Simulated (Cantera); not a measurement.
Cantera run, input and output.

```python
import numpy as np
import cantera as ct

gas = ct.Solution("gri30.yaml")
gas.TPX = 1275, 101325, {'CH4': 1, 'C2H6': 0.047, 'C3H8': 0.059, 'O2': 2.48, 'N2': 9.19}
reactor = ct.IdealGasReactor(gas, energy="on", clone=False)
net = ct.ReactorNet([reactor])
net.rtol, net.atol = 1e-08, 1e-16
show = ['CH4', 'C2H6', 'C3H8', 'CO', 'CO2', 'H', 'NO']
times = np.geomspace(1e-06, 8, 15)

steps = ct.SolutionArray(gas, extra=["t"])
rows = []
print(f"{'t/s':>10s}{'T/K':>9s}{'P/Pa':>11s}" + "".join(f"{s:>11s}" for s in show))
for t in times:
    while net.time < t:
        t_next = net.step()
        steps.append(gas.state, t=t_next)
    rows.append([np.interp(t, steps.t, y) for y in (steps.T, steps.P, *steps(*show).X.T)])
    print(f"{t:10.3e}{rows[-1][0]:9.1f}{rows[-1][1]:11.4g}" + "".join(f"{x:11.3e}" for x in rows[-1][2:]))
rate = np.gradient(steps.T, steps.t)
print("integrator steps:", len(steps.t))
if steps.T.max() > steps.T[0] + 200:
    print(f"time of steepest temperature rise: {steps.t[rate.argmax()]:.4e} s")
gas.TPX = 1275, 101325, {'CH4': 1, 'C2H6': 0.047, 'C3H8': 0.059, 'O2': 2.48, 'N2': 9.19}
gas.equilibrate("UV")
print(f"equilibrium (UV): T = {gas.T:.1f} K  " + "  ".join(f"{s} {gas[s].X[0]:.3e}" for s in show))
```

It prints:

```
       t/s      T/K       P/Pa        CH4       C2H6       C3H8         CO        CO2          H         NO
 1.000e-06   1275.0  1.013e+05  7.827e-02  3.679e-03  4.618e-03  2.628e-14  2.929e-15  6.664e-09  2.900e-20
 3.112e-06   1275.0  1.013e+05  7.827e-02  3.679e-03  4.617e-03  2.020e-12  2.508e-13  2.165e-08  9.585e-19
 9.686e-06   1275.0  1.013e+05  7.827e-02  3.678e-03  4.616e-03  5.799e-11  7.620e-12  3.251e-08  1.008e-17
 3.015e-05   1274.9  1.013e+05  7.827e-02  3.677e-03  4.612e-03  1.082e-09  1.494e-10  4.002e-08  5.264e-17
 9.382e-05   1274.8  1.013e+05  7.826e-02  3.673e-03  4.598e-03  3.893e-08  4.814e-09  9.188e-08  3.469e-16
 2.920e-04   1275.1  1.013e+05  7.813e-02  3.664e-03  4.525e-03  2.678e-06  1.782e-07  2.633e-07  5.316e-15
 9.088e-04   1278.9  1.017e+05  7.748e-02  3.688e-03  4.218e-03  6.773e-05  1.625e-06  4.232e-07  4.567e-14
 2.828e-03   2605.5  2.223e+05  2.662e-15  6.909e-29  1.198e-42  4.976e-02  4.293e-02  1.829e-02  1.356e-04
 8.803e-03   2851.7  2.389e+05  7.325e-15  1.550e-28  8.315e-42  4.358e-02  5.081e-02  8.439e-03  1.141e-02
 2.740e-02   2851.7  2.389e+05  7.325e-15  1.550e-28  8.315e-42  4.358e-02  5.081e-02  8.439e-03  1.141e-02
 8.527e-02   2851.7  2.389e+05  7.325e-15  1.550e-28  8.315e-42  4.358e-02  5.081e-02  8.439e-03  1.141e-02
 2.654e-01   2851.7  2.389e+05  7.325e-15  1.550e-28  8.315e-42  4.358e-02  5.081e-02  8.439e-03  1.141e-02
 8.259e-01   2851.7  2.389e+05  7.325e-15  1.550e-28  8.315e-42  4.358e-02  5.081e-02  8.439e-03  1.141e-02
 2.570e+00   2851.7  2.389e+05  7.325e-15  1.550e-28  8.315e-42  4.358e-02  5.081e-02  8.439e-03  1.141e-02
 8.000e+00   2851.7  2.389e+05  7.325e-15  1.550e-28  8.315e-42  4.358e-02  5.081e-02  8.439e-03  1.141e-02
integrator steps: 2199
time of steepest temperature rise: 2.8147e-03 s
equilibrium (UV): T = 2851.7 K  CH4 9.570e-15  C2H6 2.528e-28  C3H8 1.505e-41  CO 4.358e-02  CO2 5.081e-02  H 8.439e-03  NO 1.141e-02
```

Computed with Cantera and GRI-Mech 3.0 (53 species, 325 reactions).
